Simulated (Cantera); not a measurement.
A freely propagating, adiabatic, planar premixed flame of CH₄ : O₂ : N₂ : H₂O = 1 : 2.53 : 9.52 : 0.43 (molar parts), equivalence ratio 0.79, unburnt at 373 K and 1.10 bar; mixture-averaged transport, grid criteria slope 0.08 and curve 0.16, no radiation.

Computed with Cantera and GRI-Mech 3.0 (53 species, 325 reactions). Burning velocities carry a grid error of a few per cent, more on coarse grids.

Predict: laminar burning velocity; thermal thickness; peak x(OH); peak x(C₂H₆).


* **laminar burning velocity**: 32.9 cm/s
* **thermal thickness**: 0.515 mm
* **peak x(OH)**: 0.00566
* **peak x(C₂H₆)**: 0.000520
